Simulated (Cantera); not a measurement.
What does this Cantera script print?

```python
import numpy as np
import cantera as ct

gas = ct.Solution("h2o2.yaml")
gas.TPX = 1023, 280, {'H2': 0.25, 'O2': 1}
reactor = ct.IdealGasConstPressureReactor(gas, energy="off", clone=False)
net = ct.ReactorNet([reactor])
net.rtol, net.atol = 1e-08, 1e-18
show = ['H2', 'O2', 'OH', 'HO2', 'H2O2']
times = np.geomspace(8e-05, 30, 11)

steps = ct.SolutionArray(gas, extra=["t"])
rows = []
print(f"{'t/s':>10s}{'T/K':>9s}{'P/Pa':>11s}" + "".join(f"{s:>11s}" for s in show))
for t in times:
    while net.time < t:
        t_next = net.step()
        steps.append(gas.state, t=t_next)
    rows.append([np.interp(t, steps.t, y) for y in (steps.T, steps.P, *steps(*show).X.T)])
    print(f"{t:10.3e}{rows[-1][0]:9.1f}{rows[-1][1]:11.4g}" + "".join(f"{x:11.3e}" for x in rows[-1][2:]))
rate = np.gradient(steps.T, steps.t)
print("integrator steps:", len(steps.t))
if steps.T.max() > steps.T[0] + 200:
    print(f"time of steepest temperature rise: {steps.t[rate.argmax()]:.4e} s")
gas.TPX = 1023, 280, {'H2': 0.25, 'O2': 1}
gas.equilibrate("TP")
print(f"equilibrium (TP): T = {gas.T:.1f} K  " + "  ".join(f"{s} {gas[s].X[0]:.3e}" for s in show))
```

Result:

```
       t/s      T/K       P/Pa         H2         O2         OH        HO2       H2O2
 8.000e-05   1023.0        280  2.000e-01  8.000e-01  2.361e-12  4.825e-11  1.094e-15
 2.887e-04   1023.0        280  2.000e-01  8.000e-01  2.039e-11  1.742e-10  1.426e-14
 1.042e-03   1023.0        280  2.000e-01  8.000e-01  1.698e-10  6.296e-10  1.858e-13
 3.761e-03   1023.0        280  2.000e-01  8.000e-01  9.029e-09  2.381e-09  2.458e-12
 1.357e-02   1023.0        280  1.678e-01  7.835e-01  2.785e-03  1.427e-06  3.003e-08
 4.899e-02   1023.0        280  7.028e-03  7.119e-01  4.502e-03  2.872e-06  4.365e-08
 1.768e-01   1023.0        280  3.398e-03  7.525e-01  3.184e-03  3.172e-06  7.107e-08
 6.381e-01   1023.0        280  3.297e-04  7.755e-01  9.717e-04  1.965e-06  9.180e-08
 2.303e+00   1023.0        280  1.770e-05  7.776e-01  2.264e-04  3.651e-07  4.234e-08
 8.312e+00   1023.0        280  1.770e-06  7.777e-01  7.307e-05  5.303e-08  1.408e-08
 3.000e+01   1023.0        280  2.895e-07  7.778e-01  2.993e-05  1.006e-08  4.738e-09
integrator steps: 1946
equilibrium (TP): T = 1023.0 K  H2 8.190e-10  O2 7.778e-01  OH 1.609e-06  HO2 1.221e-09  H2O2 3.895e-11
```

Detailed kinetics in Cantera: the H2/O2 subset of GRI-Mech 3.0, which has no nitrogen chemistry. Radical loss at walls, strong at low pressure, is not modelled. The temperature is held fixed by assumption; the heat of reaction is taken as removed at once.
